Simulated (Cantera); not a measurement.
Source: NASA polynomial tables (part measured, part estimated), evaluated in Cantera. Values are per mole of reaction as written; species without (g) are pure solids or liquids, kept so even where they would boil at 1 bar.

Between 2423 and 2773 K, where is each reaction favourable under standard conditions?
- 4 Cl(g) + 2 AlCl(g) = Al2Cl6(g)


- 4 Cl(g) + 2 AlCl(g) = Al2Cl6(g): ΔG° is -158 kJ at 2423 K and 56 kJ at 2773 K; it changes sign between 2673 and 2723 K. ΔH° is -1635 kJ and ΔS° -610 J/K at 2773 K.
